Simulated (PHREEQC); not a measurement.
Consider water at 20 °C with 0.016 mol/kgw HF, 0.00022 mol/kgw ZnSO4 and 0.24 mol/kgw KCl. Closed to the air; pH follows from the charge balance.

Computed with PHREEQC (ion-association model, wateq4f.dat).

Q: The ionic strength comes out as 0.245 mol/kgw. What activity coefficients do SO4-2, ZnF+, Cl-, KSO4-, K+ get?

A: SO4-2 0.27, ZnF+ 0.74, Cl- 0.70, KSO4- 0.74, K+ 0.70.

This is a speciation only: nothing precipitates in the calculation.
